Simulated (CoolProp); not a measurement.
Vapour-liquid equilibrium of acetone (1) + cyclohexane (2) at 9.49 bar; x and y are mole fractions of (1).

The numbers come from the multi-fluid Helmholtz-energy mixture model, Lemmon 2006 and Zhou 2014; pair parameters Bell 2016 in CoolProp.

```csv
x,"bubble temperature, mixture model (°C)","bubble temperature, Raoult's law (°C)","y, mixture model","y, Raoult's law"
0.05,169.2,176.0,0.170,0.097
0.125,159.4,172.0,0.331,0.227
0.2,153.2,168.2,0.431,0.339
0.275,149.2,164.8,0.499,0.438
0.35,146.3,161.6,0.551,0.526
0.425,144.2,158.6,0.593,0.603
0.5,142.6,155.8,0.632,0.673
0.575,141.4,153.2,0.671,0.736
0.65,140.4,150.7,0.711,0.793
0.725,139.8,148.4,0.756,0.845
0.8,139.5,146.1,0.807,0.892
0.875,139.5,144.0,0.867,0.935
0.95,140.1,142.0,0.941,0.975
```

The largest gap from Raoult's law is -15.6 K in bubble temperature, at x = 0.275. y crosses x between x = 0.8 and 0.875: the model has an azeotrope there.

Pair parameters are fitted to limited data, so mixtures are less certain than the pure fluids.
